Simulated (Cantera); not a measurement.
**Adiabatic ignition**

An adiabatic, constant-volume homogeneous reactor starts with 7.32 % CH₄, 19.5 % O₂, 73.2 % N₂, equivalence ratio 0.75, at 1673 K and 101000 Pa.

Computed with Cantera and GRI-Mech 3.0 (53 species, 325 reactions).

```csv
t (s),T (K),P (bar),x CH₄,x O₂,x C₂H₂,x C₂H,x OH,x CO
5.00e-6,1673,1.01,0.0731,0.195,<1e-12,<1e-12,1.85e-7,1.14e-9
1.12e-5,1673,1.01,0.0731,0.195,1.95e-12,<1e-12,2.81e-7,1.12e-8
2.51e-5,1673,1.01,0.0731,0.195,7.25e-11,<1e-12,5.51e-7,1.40e-7
5.62e-5,1673,1.01,0.0729,0.195,3.21e-9,<1e-12,1.50e-6,2.61e-6
0.000126,1676,1.02,0.0716,0.194,2.79e-7,1.37e-12,7.84e-6,0.000103
0.000282,2778,1.76,<1e-12,0.0560,<1e-12,<1e-12,0.0268,0.0303
0.000631,2860,1.80,<1e-12,0.0516,<1e-12,<1e-12,0.0252,0.0276
0.00141,2852,1.79,<1e-12,0.0485,<1e-12,<1e-12,0.0244,0.0275
0.00317,2850,1.79,<1e-12,0.0478,<1e-12,<1e-12,0.0242,0.0275
0.00710,2850,1.79,<1e-12,0.0478,<1e-12,<1e-12,0.0242,0.0275
0.0159,2850,1.79,<1e-12,0.0478,<1e-12,<1e-12,0.0242,0.0275
0.0356,2850,1.79,<1e-12,0.0478,<1e-12,<1e-12,0.0242,0.0275
0.0797,2850,1.79,<1e-12,0.0478,<1e-12,<1e-12,0.0242,0.0275
0.179,2850,1.79,<1e-12,0.0478,<1e-12,<1e-12,0.0242,0.0275
0.400,2850,1.79,<1e-12,0.0478,<1e-12,<1e-12,0.0242,0.0275
```
x: mole fraction; the columns are a selection and need not sum to one.

```yaml
time_of_steepest_temperature_rise: 0.237 ms
temperature at 0.400 s: 2850 K
equilibrium_temperature: 2850 K
x(CH₄) at 0.400 s: <1e-12 (gas-phase equilibrium <1e-12)
x(O₂) at 0.400 s: 0.0478 (gas-phase equilibrium 0.0478)
x(C₂H₂) at 0.400 s: <1e-12 (gas-phase equilibrium <1e-12)
```
